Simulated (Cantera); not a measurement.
Feed: 1 mol Zr, 0.18 mol O2, 72 mol H2, equilibrated at 1998 K and 0.0128 Torr.

Equilibrium computed with Cantera from the NASA thermochemical tables; the gas is ideal and each condensed phase is pure. Candidate condensed phases: H2O, Zr, ZrO2; 12 gas species. Mutual solubility and eutectic melting of coexisting phases are not modelled. Condensed phases not in the tables: N, O or C dissolved in the metal. Equilibrium is a limit: real reactors are often held back by kinetics, nucleation or transport.

Base state: H2 0.677, H 0.320, ZrO 0.00294, Zr 0.000139 (mole fractions); condensed: Zr(β) + ZrO2(tetragonal).

Question: What changes in the equilibrium state with this change: Zr replaced by Cr?

Answer: 
```csv
species,before,after
H2,0.677,0.667
H,0.320,0.318
Cr,0,0.0115
H2O,7.11e-7,0.00386
ZrO,0.00294,0
Zr,0.000139,0
CrO,0,4.48e-5
O,1.16e-8,6.37e-5
"Zr(β), mol",0.682,0
"ZrO2(tetragonal), mol",0.0535,0
```
Further candidate phases: Cr, Cr2O3.
